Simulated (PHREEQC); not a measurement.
**Hard or scaling water: an equilibrium model**

Dissolve 0.006 mol BaCl2, 0.00067 mol CO2 and 0.013 mol KCl per kg of water at 20 °C. Closed to the air; pH follows from the charge balance.

Model: ion-association model, wateq4f.dat, run in PHREEQC.

Precipitation was switched off in this run.

Q: Predict the pH.

A: pH 4.77.

Q: In which forms is C present?

A: CO2 97 %, HCO3- 2.8 % of the C.
